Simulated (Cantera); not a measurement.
Thermodynamics of carbon deposition, reforming and gasification, feed CO + H2 + CO2

Feed: 1 mol CO, 1.5 mol H2, 1.6 mol CO2, at 0.280 bar.

These are equilibrium values from Cantera (NASA tables, ideal gas, pure condensed phases), not measurements of a reactor. Candidate condensed phases: C, C6H6, C7H8, C8H18, H2O; 110 gas species. Rates play no part.

| T (K) | x CO2 | x H2O | x CO | x H2 | x CH4 | x C2H6 | x H | x HCOOH | n C(graphite) |
|---|---|---|---|---|---|---|---|---|---|
| 575 | 0.519 | 0.415 | 0.000842 | 0.0267 | 0.0388 | 1.81e-8 | <1e-12 | 1.23e-9 | 0.986 |
| 650 | 0.526 | 0.356 | 0.00687 | 0.0725 | 0.0383 | 3.48e-8 | <1e-12 | 4.38e-9 | 0.905 |
| 725 | 0.515 | 0.276 | 0.0357 | 0.144 | 0.0297 | 4.06e-8 | <1e-12 | 1.04e-8 | 0.783 |
| 800 | 0.454 | 0.183 | 0.128 | 0.217 | 0.0178 | 2.91e-8 | 2.55e-12 | 1.62e-8 | 0.532 |
| 875 | 0.313 | 0.0958 | 0.322 | 0.260 | 0.00829 | 1.34e-8 | 4.84e-11 | 1.53e-8 | 0.0110 |
| 950 | 0.280 | 0.112 | 0.355 | 0.253 | 0.000635 | 1.77e-10 | 5.29e-10 | 1.49e-8 | 0 |
| 1025 | 0.262 | 0.129 | 0.372 | 0.237 | 5.91e-5 | 3.22e-12 | 4.01e-9 | 1.44e-8 | 0 |
| 1100 | 0.247 | 0.144 | 0.387 | 0.222 | 7.47e-6 | <1e-12 | 2.30e-8 | 1.39e-8 | 0 |
x: gas mole fraction; n: condensed amount in mol.

From 575 K to 875 K the condensed part is C(graphite). From 950 K to 1100 K nothing is condensed. The main C-bearing gas is CO2 at 575 K and CO at 1100 K.
